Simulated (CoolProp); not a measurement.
n-perfluorobutane along the isobar 3.44 MPa: fugacity coefficient from the reference equation and from simpler models built on Tc = 386.3 K, pc = 2.322 MPa, ω = 0.372; each cubic takes its own stable root.

Model: reference Helmholtz-energy equation of state, Gao 2022, in CoolProp.

```
T (K)          phase  reference  van der Waals  Redlich-Kwong
-----  -------------  ---------  -------------  -------------
296.3         liquid    0.08208         0.2305         0.1321
315.5         liquid     0.1384         0.2897         0.1947
334.7         liquid     0.2139         0.3530         0.2687
353.9         liquid     0.3072         0.4190         0.3515
373.2         liquid     0.4147         0.4861         0.4392
392.4  supercritical     0.5269         0.5515         0.5255
411.6  supercritical     0.6251         0.6126         0.6026
430.8  supercritical     0.6922         0.6647         0.6612
450    supercritical     0.7426         0.7053         0.7059
```
